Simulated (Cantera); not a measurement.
Input: 1 mol Al, 3.3 mol HCl, 3.6 mol H₂, equilibrated at 975 °C and 0.240 bar.

Method: chemical equilibrium by Gibbs-energy minimisation in Cantera with the NASA 1993 tables (ideal gas, pure condensed phases). Candidate condensed phases: Al, AlCl₃; 12 gas species. The tables' values for AlCl₂ are old estimates; treat these amounts as uncertain. Rates play no part.

Base state: H₂ 0.796, AlCl₃ 0.156, HCl 0.0474, AlCl₂ 0.000478, Al₂Cl₆ 3.86e-5, AlCl 3.59e-5 (mole fractions); condensed: gas only.

**Question.** What changes in the equilibrium state with this change: pressure from 0.240 bar to 1.33 mbar?

**Answer.** 
```csv
species,before,after
H₂,0.796,0.786
AlCl₃,0.156,0.147
HCl,0.0474,0.0591
Al₂Cl₆,3.86e-5,1.90e-7
AlCl,3.59e-5,0.00386
```

**Question.** What changes in the equilibrium state with this change: temperature from 975 °C to 402 °C?

**Answer.** 
```csv
species,before,after
H₂,0.796,0.843
Al₂Cl₆,3.86e-5,0.0573
AlCl₃,0.156,0.0507
HCl,0.0474,0.0496
AlCl₂,0.000478,<1e-9
AlCl,3.59e-5,<1e-9
```
